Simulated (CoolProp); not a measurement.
Vapour-liquid equilibrium of carbon dioxide (1) + isobutane (2) at -28.35 °C; x and y are mole fractions of (1).

The numbers come from the multi-fluid Helmholtz-energy mixture model, Span 1996 and Bücker 2006; pair parameters Kunz 2012 in CoolProp.

Problem. Give the bubble pressure and the first vapour's composition at x = 0.35, 0.8, 0.95. Is there an azeotrope?

Solution. x = 0.35: 8.041 bar, y = 0.945; x = 0.8: 12.68 bar, y = 0.977; x = 0.95: 14.36 bar, y = 0.992. No azeotrope shows between x = 0.05 and 0.95.

Pair parameters are fitted to limited data, so mixtures are less certain than the pure fluids. With so large a gap from Raoult's law the liquid may split in two, which this calculation doesn't test in full.
